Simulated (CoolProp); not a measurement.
The numbers come from the reference Helmholtz-energy equation of state, Lemmon 2006 in CoolProp. It is a short technical equation, of lower accuracy than the large ones.

Question: For acetone, give the phase and the density (kg/m³), cp (kJ/(kg K)), Joule-Thomson coefficient (K/MPa), isothermal compressibility (1/MPa) at 464.3 K and 1390 kPa; 407.8 K and 27600 kPa; 332.9 K and 879 kPa.

Answer: 
- 464.3 K and 1390 kPa: gas; density 25.6, cp 2.19, Joule-Thomson coefficient 18.5, isothermal compressibility 0.908
- 407.8 K and 27600 kPa: liquid; density 701, cp 2.36, Joule-Thomson coefficient -0.240, isothermal compressibility 0.00215
- 332.9 K and 879 kPa: liquid; density 746, cp 2.24, Joule-Thomson coefficient -0.281, isothermal compressibility 0.00182
